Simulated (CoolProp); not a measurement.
A Linde-Hampson liquefier for ethane: isothermal reversible compression at 320 K from 1 atm to 15 MPa, throttling to 1 atm, return gas leaving the recuperator 2 K below the feed. Each further row changes one setting.

The numbers come from the reference Helmholtz-energy equation of state, Bücker 2006 in CoolProp.

```json
[
 {"case": "as stated", "liquid yield per pass": "[?]", "compression work (kJ/kg of gas)": "353"},
 {"case": "high pressure 30 MPa", "liquid yield per pass": "[?]", "compression work (kJ/kg of gas)": "[?]"},
 {"case": "warm-end temperature 350 K", "liquid yield per pass": "[?]", "compression work (kJ/kg of gas)": "[?]"},
 {"case": "warm-end gap 7 K", "liquid yield per pass": "0.447", "compression work (kJ/kg of gas)": "353"}
]
```

**Question.** What belongs in the gaps?

**Answer.** 
- as stated, liquid yield per pass: 0.454
- high pressure 30 MPa, liquid yield per pass: 0.464
- high pressure 30 MPa, compression work (kJ/kg of gas): 390
- warm-end temperature 350 K, liquid yield per pass: 0.356
- warm-end temperature 350 K, compression work (kJ/kg of gas): 414
